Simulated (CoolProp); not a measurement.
Vapour-liquid equilibrium of dimethyl ether (1) + 1-butene (2) at 0.00309 MPa; x and y are mole fractions of (1).

Model: multi-fluid Helmholtz-energy mixture model, Wu 2011 and Lemmon 2005; pair parameters Bell 2016, in CoolProp.

```json
[
 {"x": "0.05", "bubble temperature (K)": "200.3", "y at the bubble point": "0.168", "dew temperature at overall composition x (K)": "201.6", "liquid density (mol/L)": "12.62"},
 {"x": "0.2", "bubble temperature (K)": "196.6", "y at the bubble point": "0.468", "dew temperature at overall composition x (K)": "200.0", "liquid density (mol/L)": "13.27"},
 {"x": "0.35", "bubble temperature (K)": "194.3", "y at the bubble point": "0.627", "dew temperature at overall composition x (K)": "198.2", "liquid density (mol/L)": "13.94"},
 {"x": "0.5", "bubble temperature (K)": "192.7", "y at the bubble point": "0.731", "dew temperature at overall composition x (K)": "196.1", "liquid density (mol/L)": "14.67"},
 {"x": "0.65", "bubble temperature (K)": "191.6", "y at the bubble point": "0.810", "dew temperature at overall composition x (K)": "193.9", "liquid density (mol/L)": "15.45"},
 {"x": "0.8", "bubble temperature (K)": "190.7", "y at the bubble point": "0.885", "dew temperature at overall composition x (K)": "191.7", "liquid density (mol/L)": "16.32"},
 {"x": "0.95", "bubble temperature (K)": "190.0", "y at the bubble point": "0.967", "dew temperature at overall composition x (K)": "190.2", "liquid density (mol/L)": "17.27"}
]
```

No azeotrope shows between x = 0.05 and 0.95.

Pair parameters are fitted to limited data, so mixtures are less certain than the pure fluids.
